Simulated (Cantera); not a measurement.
A perfectly stirred reactor is fed with CH4 : H2 : O2 : N2 = 1 : 0.068 : 1.27 : 4.45 (molar parts), at 1.18 atm; it is adiabatic with a 500 K inlet, and is followed from long to short residence time, starting on the burning branch (τ in s: 0.21, 0.083, 0.033, 0.013, 0.0054, 0.0022, 0.00088, 0.00036, 0.00014, 5.8e-05, 2.3e-05, 9.4e-06).

Model: GRI-Mech 3.0 (53 species, 325 reactions), integrated in Cantera.

**Question.** What does this change do: pressure from 1.18 atm to 0.217 atm?

**Answer.** 
```tsv
quantity	before	after
blow-out, bracketed by the residence times tried	burning at 0.880 ms, out at 0.360 ms	burning at 0.880 ms, out at 0.360 ms
x(CH4) at τ = 0.210 s	0.000500	9.60e-5
x(H2) at τ = 0.210 s	0.103	0.103
x(O2) at τ = 0.210 s	6.20e-5	8.70e-5
x(CH2O) at τ = 0.210 s	1.61e-6	1.89e-6
x(NO) at τ = 0.210 s	8.12e-5	0.000180
x(CH4) at τ = 0.880 ms	0.00590	0.00626
x(H2) at τ = 0.880 ms	0.0809	0.0868
x(O2) at τ = 0.880 ms	0.00619	0.0141
x(CH2O) at τ = 0.880 ms	8.62e-5	0.000200
x(NO) at τ = 0.880 ms	2.68e-5	1.63e-5
```

**Question.** What does this change do: pressure from 1.18 atm to 9.87 atm?

**Answer.** 
| quantity | before | after |
|---|---|---|
| blow-out, bracketed by the residence times tried | burning at 0.880 ms, out at 0.360 ms | burning at 0.360 ms, out at 0.140 ms |
| x(CH4) at τ = 0.210 s | 0.000500 | 0.000607 |
| x(H2) at τ = 0.210 s | 0.103 | 0.103 |
| x(O2) at τ = 0.210 s | 6.20e-5 | 2.16e-5 |
| x(CH2O) at τ = 0.210 s | 1.61e-6 | 7.02e-7 |
| x(NO) at τ = 0.210 s | 8.12e-5 | 1.38e-5 |
| x(CH4) at τ = 0.880 ms | 0.00590 | 0.00947 |
| x(H2) at τ = 0.880 ms | 0.0809 | 0.0689 |
| x(O2) at τ = 0.880 ms | 0.00619 | 0.00328 |
| x(CH2O) at τ = 0.880 ms | 8.62e-5 | 4.37e-5 |
| x(NO) at τ = 0.880 ms | 2.68e-5 | 6.75e-6 |
